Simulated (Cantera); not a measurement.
Diamond growth

A diamond (100) surface in a fixed gas of H2 with x(CH4) = 0.0038, x(H) = 0.02, x(CH3) = 1.8e-05, 0.0188 atm; coverages are run to steady state.

Detailed kinetics in Cantera: the Harris–Goodwin 1993 mechanism for the reconstructed diamond (100) surface.

```tsv
T (K)	growth (µm/h)	θ c6HH	θ c6H*	θ c6*H	θ c6**	θ c6HM
925	0.124	0.667	0.0123	0.314	0.00548	0.000678
975	0.160	0.619	0.0162	0.356	0.00817	0.000540
1025	0.195	0.574	0.0207	0.393	0.0117	0.000425
1075	0.219	0.531	0.0255	0.427	0.0160	0.000320
1125	0.215	0.492	0.0306	0.456	0.0212	0.000215
1175	0.178	0.455	0.0359	0.481	0.0274	0.000122
1225	0.130	0.422	0.0412	0.502	0.0345	5.78e-5
1275	0.0985	0.392	0.0467	0.519	0.0424	2.47e-5
1325	0.0858	0.364	0.0520	0.533	0.0510	1.01e-5
1375	0.0841	0.339	0.0573	0.543	0.0604	4.11e-6
```
θ: site fractions in the mechanism's names (c6HH fully hydrogenated, c6H* and c6*H radical sites, c6** diradical, c6HM methylated).
